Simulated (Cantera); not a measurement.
An isothermal, constant-pressure homogeneous reactor starts with NO : N2 = 1 : 3.3 (molar parts), at 1950 K and 75.0 Torr. Integrator tolerance rtol = 1e-08.

Detailed kinetics in Cantera: GRI-Mech 3.0 (53 species, 325 reactions).

| quantity | before | after |
|---|---|---|
| x(NO) at 5.00 s | 0.157 (gas-phase equilibrium 0.00519) | 0.0655 (gas-phase equilibrium 0.00308) |
| x(NO2) at 5.00 s | 3.98e-5 (gas-phase equilibrium 2.26e-6) | 6.76e-6 (gas-phase equilibrium 7.66e-7) |
| x(N2) at 5.00 s | 0.805 (gas-phase equilibrium 0.881) | 0.929 (gas-phase equilibrium 0.960) |
| x(N2O) at 5.00 s | 9.68e-6 (gas-phase equilibrium 9.80e-8) | 1.86e-6 (gas-phase equilibrium 6.08e-8) |
| x(O2) at 5.00 s | 0.0377 (gas-phase equilibrium 0.113) | 0.00563 (gas-phase equilibrium 0.0368) |
| x(O) at 5.00 s | 0.000293 (gas-phase equilibrium 0.000484) | 0.000120 (gas-phase equilibrium 0.000275) |

Question: Name the change that produced these shifts.
A. N2 3.3 to 12 parts
B. pressure from 75.0 Torr to 173 Torr
C. temperature 1950 to 2198 K
D. N2 3.3 to 32 parts

Answer: A, N2 3.3 to 12 parts
